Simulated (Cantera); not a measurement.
# Low-pressure radical oxidation in H2/O2

An isothermal, constant-pressure homogeneous reactor starts with H₂ : O₂ = 0.17 : 1 (molar parts), equivalence ratio 0.085, at 975 K and 700 Pa.

Model: the H2/O2 subset of GRI-Mech 3.0, which has no nitrogen chemistry, integrated in Cantera. Radical loss at walls, strong at low pressure, is not modelled. The temperature is held fixed by assumption; the heat of reaction is taken as removed at once.

| t (s) | x H₂ | x O₂ | x HO₂ | x O | x H₂O |
|---|---|---|---|---|---|
| 5.00e-6 | 0.145 | 0.855 | 1.57e-12 | <1e-12 | <1e-12 |
| 2.64e-5 | 0.145 | 0.855 | 8.28e-12 | <1e-12 | <1e-12 |
| 0.000139 | 0.145 | 0.855 | 4.37e-11 | 7.48e-12 | 4.02e-12 |
| 0.000734 | 0.145 | 0.855 | 2.33e-10 | 1.92e-10 | 3.17e-10 |
| 0.00387 | 0.145 | 0.855 | 8.16e-9 | 3.52e-7 | 9.05e-7 |
| 0.0204 | 0.00456 | 0.804 | 7.38e-6 | 0.0282 | 0.128 |
| 0.108 | 0.000301 | 0.841 | 4.63e-6 | 0.00181 | 0.156 |
| 0.569 | 7.26e-6 | 0.843 | 5.38e-7 | 4.67e-5 | 0.157 |
| 3.00 | 3.76e-7 | 0.843 | 4.83e-8 | 2.99e-6 | 0.157 |
x: mole fraction; the columns are a selection and need not sum to one.

Equilibrium at this temperature and pressure: H₂ 8.35e-11, O₂ 0.843, HO₂ 6.35e-10, O 7.97e-10, H₂O 0.157 (gas phase only).
